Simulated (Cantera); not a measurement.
What does this Cantera script print?

```python
import numpy as np
import cantera as ct

gas_names = """
    B BCL BCLF BCL2 BCL3 BF BF2 BF3 BH BHF2 BH2 BH3 BN B2 CL CLF CLF3 CL2 F F2 H HCL HF H2 H2F2 H3F3
    H4F4 H5F5 H6F6 H7F7 N NF NF2 NF3 NH NH2 NH3 N2 N2H2 N2H4
""".split()
cond_names = """
    B(b) B(L) BN(s) NH4CL(a) NH4CL(b)
""".split()


# ... load() reads the species with a 1 bar reference pressure and builds the phases ...
atoms = {
    'BN': {'B': 1, 'N': 1},
    'NF3': {'N': 1, 'F': 3},
    'H2': {'H': 2},
    'Cl2': {'CL': 2},
}
top_T = {'BN(s)': 3200}  # K; cautious upper limits of use, not melting points


# ... equilibrate(T, P, feed) seeds the gas with the atoms and calls Mixture.equilibrate('TP', solver="vcs", rtol=1e-11, max_steps=5000) ...
results = []
feed = {'BN': 1, 'NF3': 8.1, 'H2': 12, 'Cl2': 5.7}  # mol
T = 1750  # K
P = 4.1  # Pa
mix = equilibrate(T, P, feed)
results.append((T, P, feed, dict(zip(mix.species_names, mix.species_moles))))
print(gas.report(threshold=1e-06))
for i in range(1, mix.n_phases):
    print(f"{mix.phase(i).name:16s} {mix.phase_moles(i):12.5e} mol")
```

Result:

```
       temperature   1750 K
          pressure   4.1 Pa
           density   7.5718e-06 kg/m^3
  mean mol. weight   26.871 kg/kmol
   phase of matter   gas

                          1 kg             1 kmol
                     ---------------   ---------------
          enthalpy       -4.3316e+06       -1.1639e+08  J
   internal energy       -4.8731e+06       -1.3094e+08  J
           entropy             12027        3.2319e+05  J/K
    Gibbs function        -2.538e+07       -6.8198e+08  J
 heat capacity c_p            1195.8             32132  J/K
 heat capacity c_v            886.35             23817  J/K

                      mass frac. Y      mole frac. X     chem. pot. / RT
                     ---------------   ---------------   ---------------
               BF2        0.00012973        7.1424e-05           -95.422
               BF3          0.065761          0.026061           -129.75
                CL           0.30016           0.22752           -25.648
               CL2        9.0987e-05        3.4484e-05           -51.296
                 F        0.00021266        0.00030079            -34.33
                 H        1.1798e-05        0.00031452           -19.332
               HCL          0.095412          0.070323            -44.98
                HF           0.41426            0.5564           -53.662
                H2        5.6253e-06        7.4979e-05           -38.664
                N2           0.12396            0.1189            -38.73
     [  +30 minor]        5.2658e-07        3.6662e-07

B(b)              0.00000e+00 mol
BN(s)             0.00000e+00 mol
```

Method: chemical equilibrium by Gibbs-energy minimisation in Cantera with the NASA 1993 tables (ideal gas, pure condensed phases). The tables' values for BF2 are old estimates; treat these amounts as uncertain.
